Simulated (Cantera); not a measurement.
Input: 1 mol Si2Cl6, 0.14 mol HCl, a varied amount of N2, at 1450 K and 1 atm.

Method: chemical equilibrium by Gibbs-energy minimisation in Cantera with the NASA 1993 tables (ideal gas, pure condensed phases). Candidate condensed phases: NH4Cl, Si, Si3N4; 28 gas species. The feed counts by its element totals alone. N2 is the only nitrogen source here; it is nearly inert below about 1500 K, so the nitride shown seldom forms there in practice. The tables' values for SiCl3 are old estimates; treat these amounts as uncertain. Equilibrium is a limit: real reactors are often held back by kinetics, nucleation or transport.

x: gas mole fraction; n: condensed amount in mol.

| n(N2) (mol) | x N2 | x SiCl4 | x HCl | x SiCl3 | x SiCl2 | x H2 | n Si3N4(s) |
|---|---|---|---|---|---|---|---|
| 5.7 | 0.763 | 0.201 | 0.0190 | 0.0135 | 0.00330 | … | 0.154 |
| 9.9 | 0.851 | 0.125 | 0.0120 | 0.00927 | 0.00251 | … | 0.153 |
| 14 | 0.891 | 0.0910 | 0.00887 | 0.00726 | 0.00211 | … | 0.152 |
| 19 | 0.917 | 0.0683 | 0.00671 | 0.00582 | 0.00181 | … | 0.150 |
| 23 | 0.931 | 0.0569 | 0.00562 | 0.00506 | 0.00165 | … | 0.149 |
| 27 | 0.940 | 0.0487 | 0.00484 | 0.00450 | 0.00152 | … | 0.149 |
| 31 | 0.948 | 0.0425 | 0.00424 | 0.00406 | 0.00141 | … | 0.148 |
| 36 | 0.955 | 0.0367 | 0.00368 | 0.00363 | 0.00131 | … | 0.147 |
| 40 | 0.959 | 0.0331 | 0.00333 | 0.00335 | 0.00124 | … | 0.146 |
| 44 | 0.963 | 0.0301 | 0.00304 | 0.00312 | 0.00118 | … | 0.146 |
| 49 | 0.966 | 0.0270 | 0.00274 | 0.00288 | 0.00112 | … | 0.145 |
| 53 | 0.969 | 0.0250 | 0.00254 | 0.00271 | 0.00108 | … | 0.144 |
| 57 | 0.971 | 0.0232 | 0.00236 | 0.00257 | 0.00104 | … | 0.144 |

### Question
What belongs in the gaps?

### Answer

- 5.7, x H2: 0.000267
- 9.9, x H2: 0.000130
- 14, x H2: 8.16e-5
- 19, x H2: 5.35e-5
- 23, x H2: 4.09e-5
- 27, x H2: 3.26e-5
- 31, x H2: 2.68e-5
- 36, x H2: 2.16e-5
- 40, x H2: 1.86e-5
- 44, x H2: 1.62e-5
- 49, x H2: 1.39e-5
- 53, x H2: 1.24e-5
- 57, x H2: 1.12e-5
